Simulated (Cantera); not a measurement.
Input (Python, Cantera):

```python
import numpy as np
import cantera as ct

gas = ct.Solution("h2o2.yaml")
gas.TPX = 475, 500000, {'H2': 1, 'O2': 0.455, 'N2': 1.71}
flame = ct.FreeFlame(gas, width=0.013)
flame.set_refine_criteria(ratio=3, slope=0.08, curve=0.16)
flame.transport_model = "mixture-averaged"
flame.solve(loglevel=0, auto=True)
z, T = flame.grid, flame.T
thick = (T[-1] - T[0]) / np.gradient(T, z).max()
show = ['H2', 'O2', 'H2O2', 'OH', 'H', 'H2O']
print(f"laminar burning velocity  {flame.velocity[0] * 100:.3f} cm/s")
print(f"burnt temperature         {T[-1]:.1f} K")
print(f"thermal thickness         {thick * 1e3:.4f} mm")
print(f"grid points               {len(z)}")
z0 = z[flame.heat_release_rate.argmax()]
print(f"{'z/mm':>9s}{'T/K':>9s}{'u/(m/s)':>9s}" + "".join(f"{s:>11s}" for s in show))
rows = []
for k in (-3, -2, -1.5, -1, -0.5, -0.25, 0, 0.25, 0.5, 1, 2, 4, 8):
    zz = z0 + k * thick
    rows.append([k * thick, np.interp(zz, z, T), np.interp(zz, z, flame.velocity),
                 *(np.interp(zz, z, flame.X[gas.species_index(s)]) for s in show)])
    print(f"{rows[-1][0] * 1e3:9.3f}{rows[-1][1]:9.1f}{rows[-1][2]:9.3f}" + "".join(f"{x:11.3e}" for x in rows[-1][3:]))
```

It prints:

```
laminar burning velocity  500.003 cm/s
burnt temperature         2551.0 K
thermal thickness         0.0537 mm
grid points               112
     z/mm      T/K  u/(m/s)         H2         O2       H2O2         OH          H        H2O
   -0.161    475.0    5.000  3.160e-01  1.438e-01  2.031e-12  5.449e-14  9.509e-15  6.560e-10
   -0.107    475.0    5.000  3.159e-01  1.438e-01  1.062e-10  2.197e-12  3.864e-13  2.606e-08
   -0.081    475.1    4.999  3.157e-01  1.438e-01  2.174e-09  3.428e-11  5.964e-12  4.350e-07
   -0.054    475.8    4.999  3.146e-01  1.441e-01  5.828e-08  1.357e-09  2.149e-10  8.928e-06
   -0.027    514.5    5.303  2.992e-01  1.465e-01  1.594e-05  1.700e-05  8.286e-06  1.517e-03
   -0.013    819.4    8.113  2.522e-01  1.402e-01  1.072e-04  1.106e-03  2.112e-03  2.931e-02
    0.000   1319.1   12.645  1.711e-01  1.049e-01  3.512e-05  3.228e-03  1.601e-02  1.115e-01
    0.013   1670.5   15.820  9.976e-02  5.610e-02  5.453e-06  8.254e-03  3.086e-02  2.004e-01
    0.027   1861.6   17.526  6.731e-02  2.960e-02  3.142e-06  1.266e-02  3.410e-02  2.459e-01
    0.054   2046.1   19.100  5.355e-02  1.611e-02  1.834e-06  1.571e-02  2.782e-02  2.715e-01
    0.107   2211.2   20.436  4.881e-02  1.104e-02  1.147e-06  1.543e-02  1.844e-02  2.869e-01
    0.215   2346.2   21.486  4.373e-02  7.340e-03  7.853e-07  1.330e-02  1.124e-02  3.011e-01
    0.430   2442.0   22.205  3.872e-02  4.539e-03  5.450e-07  1.058e-02  6.773e-03  3.128e-01
```

Cantera simulation using the H2/O2 subset of GRI-Mech 3.0, which has no nitrogen chemistry; the numbers are that mechanism's predictions, not measurements. The hydrogen kinetics of GRI-Mech 3.0 are dated; newer H2 mechanisms differ, most at raised pressure. Burning velocities carry a grid error of a few per cent, more on coarse grids.
